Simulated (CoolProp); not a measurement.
Vapour-liquid equilibrium of ethane (1) + hydrogen sulfide (2) at 279.7 K; x and y are mole fractions of (1).

Model: multi-fluid Helmholtz-energy mixture model, Bücker 2006 and Lemmon 2006; pair parameters Kunz 2012, in CoolProp.

```csv
x,bubble pressure (MPa),y at the bubble point,dew pressure at overall composition x (MPa),liquid density (mol/L)
0.05,1.545,0.203,1.309,23.04
0.125,1.877,0.361,1.415,21.68
0.2,2.111,0.449,1.539,20.45
0.275,2.281,0.508,1.683,19.32
0.35,2.411,0.553,1.850,18.29
0.425,2.515,0.592,2.044,17.35
0.5,2.604,0.630,2.257,16.49
0.575,2.680,0.669,2.470,15.71
0.65,2.743,0.711,2.645,15.01
0.725,2.793,0.758,2.760,14.40
0.8,2.825,0.812,2.819,13.85
0.875,2.834,0.874,2.834,13.39
0.95,2.817,0.946,2.815,12.99
```

y crosses x between x = 0.8 and 0.875: the model has an azeotrope there.

Pair parameters are fitted to limited data, so mixtures are less certain than the pure fluids.
